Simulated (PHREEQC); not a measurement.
PHREEQC input (Pitzer model, pitzer.dat):

```
SOLUTION 1
  temp 40
  units mol/kgw
  pH 7 charge
  Cl 0.008
  Na 0.008
  S(6) 0.012
  K 0.024
END
USE solution 1
INCREMENTAL_REACTIONS false
REACTION 1
  H2O -1
  0 9.886 18.011 24.689 30.178 34.689 38.397 41.444
  43.949 46.007 47.699 49.089 50.232 51.172 51.944 52.578
  53.1 53.528 53.88 54.17 54.408 54.603 54.764 54.896
  55.005 55.094 55.168 55.228 moles
EQUILIBRIUM_PHASES 1
  Arcanite 0 0
  Glaserite 0 0
  Halite 0 0
  Mirabilite 0 0
  Misenite 0 0
  Sylvite 0 0
  Thenardite 0 0
SELECTED_OUTPUT 1
  -reset false
  -pH true
  -pe true
  -ionic_strength true
  -water true
  -activities H2O
  -totals Cl K Na S
  -molalities H+ Na+ K+ Cl- SO4-2 OH- HSO4-
  -equilibrium_phases Arcanite Glaserite Halite Mirabilite Misenite Sylvite Thenardite
PRINT
  -reset false
END
```

Selected output (columns that matter, 14 of 28 rows; water left (kg) added in front):

```
water left (kg)	pH	mu	Cl	K	Na	S	m_H+	m_Na+	m_K+	m_Cl-	m_SO4-2	la_H2O	Arcanite	Glaserite
1	6.8982	0.044	0.008	0.024	0.008	0.012	1.588e-07	0.008	0.024	0.008	0.012	-0.00036475	0	0
0.675514	6.9262	0.065136	0.011843	0.035529	0.011843	0.017764	1.5524e-07	0.011843	0.035529	0.011843	0.017764	-0.00053101	0	0
0.456313	6.9563	0.096425	0.017532	0.052595	0.017532	0.026298	1.5192e-07	0.017532	0.052595	0.017532	0.026298	-0.00077204	0	0
0.30824	6.9879	0.14275	0.025954	0.077861	0.025954	0.038931	1.4908e-07	0.025954	0.077861	0.025954	0.038931	-0.0011212	0	0
0.208215	7.0206	0.21132	0.038422	0.11527	0.038422	0.057633	1.4681e-07	0.038422	0.11527	0.038422	0.057633	-0.0016269	0	0
0.140655	7.0539	0.31282	0.056877	0.17063	0.056877	0.085315	1.4511e-07	0.056877	0.17063	0.056877	0.085315	-0.0023589	0	0
0.0950203	7.0877	0.46306	0.084193	0.25258	0.084193	0.12629	1.4373e-07	0.084193	0.25258	0.084193	0.12629	-0.0034177	0	0
0.0527548	7.1392	0.83405	0.15165	0.45494	0.15165	0.22747	1.407e-07	0.15165	0.45494	0.15165	0.22747	-0.0059556	0	0
0.0356396	7.1751	1.2346	0.22447	0.67341	0.22447	0.3367	1.3563e-07	0.22447	0.67341	0.22447	0.3367	-0.0086265	0	0
0.0240733	7.214	1.8277	0.33232	0.99696	0.33232	0.49848	1.2429e-07	0.33232	0.99696	0.33232	0.49848	-0.012534	0	0
0.0162724	7.26	2.704	0.49163	1.4749	0.49163	0.73745	1.0183e-07	0.49163	1.4749	0.49163	0.73745	-0.018349	0	0
0.0109937	7.2674	3.326	0.72769	1.7322	0.72769	0.86611	8.4924e-08	0.72769	1.7322	0.72769	0.86611	-0.023782	0.0024783	0
0.0074265	7.2428	3.7776	1.0772	1.8002	1.0772	0.90011	7.4151e-08	1.0772	1.8002	1.0772	0.90011	-0.029712	0.0053153	0
0.00501236	7.1858	3.8584	1.5961	1.937	1.1673	0.75413	6.9378e-08	1.1673	1.937	1.5961	0.75413	-0.035609	0.0039216	0.0021492
```

Constants without temperature data keep their 25 °C values here.
